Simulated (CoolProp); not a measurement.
Vapour-liquid equilibrium of CH2F2 (R32) (1) + dimethyl ether (2) at 283 K; x and y are mole fractions of (1).

The numbers come from the multi-fluid Helmholtz-energy mixture model, Tillner-Roth 1997 and Wu 2011; pair parameters Bell 2016 in CoolProp.

| x | bubble pressure, mixture model (MPa) | bubble pressure, Raoult's law (MPa) | y, mixture model | y, Raoult's law |
|---|---|---|---|---|
| 0.05 | 0.4016 | 0.4081 | 0.114 | 0.135 |
| 0.2 | 0.5017 | 0.5176 | 0.390 | 0.426 |
| 0.35 | 0.6115 | 0.6272 | 0.584 | 0.615 |
| 0.5 | 0.7250 | 0.7368 | 0.722 | 0.748 |
| 0.65 | 0.8384 | 0.8463 | 0.825 | 0.846 |
| 0.8 | 0.9507 | 0.9559 | 0.907 | 0.922 |
| 0.95 | 1.064 | 1.065 | 0.978 | 0.983 |

The largest gap from Raoult's law is -3.1 % in bubble pressure, at x = 0.2. No azeotrope shows between x = 0.05 and 0.95.

Pair parameters are fitted to limited data, so mixtures are less certain than the pure fluids.
